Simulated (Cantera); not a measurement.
Feed: 1 mol Si, 2.4 mol SF₆, 2.7 mol F₂, at 475 °C and 1.33 mbar.

Method: chemical equilibrium by Gibbs-energy minimisation in Cantera with the NASA 1993 tables (ideal gas, pure condensed phases). Candidate condensed phases: S, Si; 21 gas species. Kinetics and transport are ignored.

Question: What is the equilibrium state?

Answer: 
```
Item                                  Value
--------------------------------  ---------
x(SF₆)                                0.574
x(SiF₄)                               0.239
x(F₂)                                 0.149
x(F)                                 0.0374
gas amount                        4.178 mol
log10 activity of S(l) (absent)      -58.65
log10 activity of Si(s) (absent)    -101.39
```
